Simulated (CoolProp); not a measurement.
A simple Rankine cycle with water: condensing at 288.15 K, boiler at 10.3 MPa, turbine inlet 588.3 K, turbine efficiency 0.7, pump efficiency 0.6, no recuperator. Each further row changes one setting.

The numbers come from the reference Helmholtz-energy equation of state, Wagner 2002 in CoolProp.

| case | thermal efficiency (%) | net work (kJ/kg) | heat in (kJ/kg) | turbine exit temperature (K) | volume ratio over the turbine |
|---|---|---|---|---|---|
| as stated | 28.8 | 764 | 2650 | 288.1 | 3380 |
| turbine inlet 608.3 K | ___ | 805 | 2770 | 288.1 | 3080 |
| condensing temperature 280.15 K | 29.6 | 795 | 2690 | 280.2 | ___ |
| boiler pressure 7.21 MPa | 28.4 | 801 | ___ | 288.1 | 2110 |
| turbine efficiency 0.6 | 24.6 | 652 | 2650 | 288.1 | 3580 |

Question: Some entries are withheld; supply them.

Answer: 
- turbine inlet 608.3 K, thermal efficiency (%): 29.1
- condensing temperature 280.15 K, volume ratio over the turbine: 5560
- boiler pressure 7.21 MPa, heat in (kJ/kg): 2820

The expansion ends wet for: as stated; turbine inlet 608.3 K; condensing temperature 280.15 K; boiler pressure 7.21 MPa; turbine efficiency 0.6.
